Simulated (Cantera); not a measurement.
Predominance diagram of Mg at 1625 K against the partial pressures of O2 and SO2 (log10, bar). Cantera with NASA thermochemical tables; ideal gases at 1 bar, condensed phases pure. Candidates: Mg(l), MgO(s), MgS(s), MgSO4(l). Only these pure phases compete in this equilibrium. 

```
log p(SO2) \ log p(O2)
        columns: -26, -24, -22, -20, -18, -16, -14, -12, -10, -8, -6, -4, -2, 0
      1  A A A A A A A A A A B B B B
   -0.8  A A A A A A A A A B B B B B
   -2.5  A A A A A A A A B B B B B B
   -4.2  A A A A A A A C B B B B B B
     -6  A A A A A A C B B B B B B B
   -7.8  A A A A A C B B B B B B B B
   -9.5  A A A A A C B B B B B B B B
  -11.2  A A A A C B B B B B B B B B
    -13  A A A C C B B B B B B B B B
```

A: out of reach (another gas would pass 10 bar, or a non-metal would condense); B: MgO(s); C: MgS(s).
